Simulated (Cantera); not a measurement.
A closed system holds: 1 mol Si, 0.43 mol O2, 1.4 mol N2, equilibrated at 1875 K and 0.133 bar.

Cantera equilibrium calculation (NASA polynomials, part measured and part estimated; ideal gas, pure solids and liquids). Candidate condensed phases: Si, SiO2, Si2N2O, Si3N4; 16 gas species. Mutual solubility and eutectic melting of coexisting phases are not modelled. The tables hold silica as quartz up to 1696 K and as liquid above; real silica turns to tridymite and cristobalite and melts near 1996 K. The numbers say what is thermodynamically allowed, not how fast it happens.

### Question
What is the equilibrium state?

### Answer
```
Item                                  Value
--------------------------------  ---------
x(N2)                                 0.902
x(SiO)                               0.0975
x(Si)                               1.26e-6
n(SiO2(condensed))                0.202 mol
n(Si2N2O(s))                      0.342 mol
gas amount                        1.172 mol
log10 activity of Si(l) (absent)      -1.73
```
